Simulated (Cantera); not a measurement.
An isothermal, constant-pressure homogeneous reactor starts with CH4 : H2 = 1 : 5.9 (molar parts), at 1950 K and 0.160 bar. Integrator tolerance rtol = 1e-08.

Detailed kinetics in Cantera: GRI-Mech 3.0 (53 species, 325 reactions). GRI-Mech 3.0 stops at C3 and has no aromatics, soot or wall deposition, so with more carbon than oxygen in the feed, carbon stays in small species such as C2H2 where larger ones or solid carbon would form.

What does this change do: temperature 1950 to 1525 K?


```tsv
quantity	before	after
x(CH4) at 20.0 s	0.000748 (gas-phase equilibrium 0.000748)	0.0232 (gas-phase equilibrium 0.0212)
x(H2) at 20.0 s	0.934 (gas-phase equilibrium 0.934)	0.923 (gas-phase equilibrium 0.925)
x(C2H) at 20.0 s	2.94e-6 (gas-phase equilibrium 2.94e-6)	6.93e-9 (gas-phase equilibrium 7.11e-9)
x(CH3) at 20.0 s	4.43e-5 (gas-phase equilibrium 4.43e-5)	2.88e-5 (gas-phase equilibrium 2.65e-5)
x(H) at 20.0 s	0.00279 (gas-phase equilibrium 0.00279)	5.66e-5 (gas-phase equilibrium 5.73e-5)
x(C2H6) at 20.0 s	7.84e-9 (gas-phase equilibrium 7.84e-9)	1.95e-6 (gas-phase equilibrium 1.81e-6)
```
